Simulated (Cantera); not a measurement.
Cantera run, input and output.

```python
import numpy as np
import cantera as ct

gas = ct.Solution("gri30.yaml")
gas.TPX = 998, 1000000, {'C3H8': 1, 'O2': 15.6, 'N2': 58.8}
reactor = ct.IdealGasReactor(gas, energy="on", clone=False)
net = ct.ReactorNet([reactor])
net.rtol, net.atol = 1e-08, 1e-16
show = ['C3H8', 'O2', 'C2H6', 'NO', 'CO']
times = np.geomspace(3e-06, 8, 11)

steps = ct.SolutionArray(gas, extra=["t"])
rows = []
print(f"{'t/s':>10s}{'T/K':>9s}{'P/Pa':>11s}" + "".join(f"{s:>11s}" for s in show))
for t in times:
    while net.time < t:
        t_next = net.step()
        steps.append(gas.state, t=t_next)
    rows.append([np.interp(t, steps.t, y) for y in (steps.T, steps.P, *steps(*show).X.T)])
    print(f"{t:10.3e}{rows[-1][0]:9.1f}{rows[-1][1]:11.4g}" + "".join(f"{x:11.3e}" for x in rows[-1][2:]))
rate = np.gradient(steps.T, steps.t)
print("integrator steps:", len(steps.t))
if steps.T.max() > steps.T[0] + 200:
    print(f"time of steepest temperature rise: {steps.t[rate.argmax()]:.4e} s")
gas.TPX = 998, 1000000, {'C3H8': 1, 'O2': 15.6, 'N2': 58.8}
gas.equilibrate("UV")
print(f"equilibrium (UV): T = {gas.T:.1f} K  " + "  ".join(f"{s} {gas[s].X[0]:.3e}" for s in show))
```

Output:

```
       t/s      T/K       P/Pa       C3H8         O2       C2H6         NO         CO
 3.000e-06    998.0      1e+06  1.326e-02  2.069e-01  1.950e-16  1.805e-26  5.111e-18
 1.317e-05    998.0      1e+06  1.326e-02  2.069e-01  2.159e-14  2.987e-25  5.281e-16
 5.785e-05    998.0      1e+06  1.326e-02  2.069e-01  2.039e-12  5.629e-24  4.906e-14
 2.540e-04    998.0      1e+06  1.326e-02  2.069e-01  2.127e-10  1.218e-22  4.867e-12
 1.116e-03    998.0      1e+06  1.326e-02  2.069e-01  3.033e-08  4.052e-21  7.029e-10
 4.899e-03    998.0      1e+06  1.325e-02  2.069e-01  1.256e-06  1.151e-19  8.672e-08
 2.151e-02    998.3      1e+06  1.313e-02  2.068e-01  1.408e-05  1.529e-18  4.654e-06
 9.447e-02   1951.3  1.981e+06 -3.239e-50  1.385e-01 -4.216e-36  1.490e-04  2.075e-05
 4.149e-01   1947.8  1.978e+06  1.655e-57  1.379e-01  1.790e-43  1.288e-03  2.018e-05
 1.822e+00   1939.3  1.969e+06  4.968e-65  1.365e-01  6.129e-45  4.073e-03  1.886e-05
 8.000e+00   1936.2  1.966e+06  1.332e-63  1.360e-01  9.121e-45  5.092e-03  1.839e-05
integrator steps: 2495
time of steepest temperature rise: 5.6633e-02 s
equilibrium (UV): T = 1936.2 K  C3H8 7.420e-65  O2 1.360e-01  C2H6 7.619e-45  NO 5.094e-03  CO 1.839e-05
```

Detailed kinetics in Cantera: GRI-Mech 3.0 (53 species, 325 reactions). GRI-Mech 3.0 was tuned for natural gas; its chemistry of propane as a main component is partial and can be far from experiment. Below about 1000 K GRI-Mech 3.0 lacks low-temperature oxidation paths.
